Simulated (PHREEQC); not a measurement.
Consider water at 25 °C with 65 mmol/kgw ZnSO4, 23 mmol/kgw NaCl and 7.9 mmol/kgw FeSO4. Closed to the air; pH follows from the charge balance.

Model: ion-association model, phreeqc.dat, run in PHREEQC.

No solid was allowed to form.

Task: Order these S species by the share of S that they hold, largest first: Zn(SO4)2-2, SO4-2, NaSO4-, ZnSO4, FeSO4.

Result: SO4-2 (45 %), ZnSO4 (33 %), Zn(SO4)2-2 (17 %), FeSO4 (3.9 %), NaSO4- (1.5 %)

Task: Order these Fe species by the share of Fe that they hold, largest first: Fe+2, FeCl+, FeSO4.

Result: Fe+2 (63 %), FeSO4 (36 %), FeCl+ (0.63 %)

The pH is 5.54 and the ionic strength 0.179 mol/kgw.
